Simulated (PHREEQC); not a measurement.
## Nickel, zinc or cadmium bath: speciation

Consider water at 25 °C with 1 mmol/kgw ZnSO4, 14 mmol/kgw H3BO3 and 8.8 mmol/kgw HCl. Closed to the air; pH follows from the charge balance.

Computed with PHREEQC (ion-association model, phreeqc.dat).

This is a speciation only: nothing precipitates in the calculation.

Question: Predict the pH.

Answer: pH 2.11.

Question: In which forms is Zn present?

Answer: Zn+2 93 %, ZnSO4 5.6 %, ZnCl+ 1.4 % of the Zn.
